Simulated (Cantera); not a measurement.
# Iron carbonyl, mercury and lead vapours: Fe(CO)5 + H2 + CO

Feed: 1 mol Fe(CO)5, 0.17 mol H2, 4.8 mol CO, at 0.00150 bar.

These are equilibrium values from Cantera (NASA tables, ideal gas, pure condensed phases), not measurements of a reactor. Candidate condensed phases: C, C6H6, C7H8, C8H18, Fe, Fe(CO)5, FeO, Fe(OH)2, Fe(OH)3, Fe2O3, Fe3O4, H2O; 114 gas species. Kinetics and transport are ignored.

| T (K) | x CO | x H2 | x Fe | x H | x CO2 | x H2O | x C2H2 (acetylene) | x CH4 | n Fe(α) | n Fe(γ) |
|---|---|---|---|---|---|---|---|---|---|---|
| 1148 | 0.983 | 0.0171 | 5.32e-9 | 2.42e-7 | 5.90e-5 | 1.21e-6 | 6.33e-10 | 1.04e-8 | 1.00 | 0 |
| 1198 | 0.983 | 0.0171 | 3.09e-8 | 6.41e-7 | 2.82e-5 | 6.67e-7 | 1.69e-9 | 6.99e-9 | 0 | 1.00 |
| 1248 | 0.983 | 0.0171 | 1.55e-7 | 1.57e-6 | 1.43e-5 | 3.87e-7 | 4.15e-9 | 4.86e-9 | 0 | 1.000 |
| 1298 | 0.983 | 0.0170 | 6.87e-7 | 3.61e-6 | 7.68e-6 | 2.34e-7 | 9.52e-9 | 3.47e-9 | 0 | 1.000 |
| 1348 | 0.983 | 0.0170 | 2.72e-6 | 7.80e-6 | 4.32e-6 | 1.47e-7 | 2.05e-8 | 2.54e-9 | 0 | 1.000 |
| 1398 | 0.983 | 0.0170 | 9.72e-6 | 1.59e-5 | 2.54e-6 | 9.52e-8 | 4.18e-8 | 1.90e-9 | 0 | 1.000 |
| 1448 | 0.983 | 0.0170 | 3.18e-5 | 3.11e-5 | 1.55e-6 | 6.36e-8 | 8.10e-8 | 1.45e-9 | 0 | 1.000 |
| 1498 | 0.983 | 0.0170 | 9.58e-5 | 5.79e-5 | 9.79e-7 | 4.37e-8 | 1.50e-7 | 1.13e-9 | 0 | 0.999 |
| 1548 | 0.983 | 0.0170 | 0.000269 | 0.000104 | 6.38e-7 | 3.08e-8 | 2.67e-7 | 8.89e-10 | 0 | 0.997 |
x: gas mole fraction; n: condensed amount in mol.

At 1148 K the condensed part is Fe(α). From 1198 K to 1548 K the condensed part is Fe(γ).
